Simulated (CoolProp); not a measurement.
CHF3 (R23) at several states: Z from the reference equation and from simpler models built on Tc = 26.1 °C, pc = 4832 kPa, ω = 0.263; each cubic takes its own stable root.

Values from CoolProp's reference Helmholtz-energy equation of state, Penoncello 2003.

```csv
T (°C),p (kPa),phase,reference,van der Waals,Redlich-Kwong
138.05,20500,supercritical,0.7353,0.7719,0.7493
-34.45,82,gas,0.9863,0.9913,0.9890
12.65,6380,liquid,0.1877,0.3050,0.2391
111.45,1470,gas,0.9546,0.9504,0.9505
```
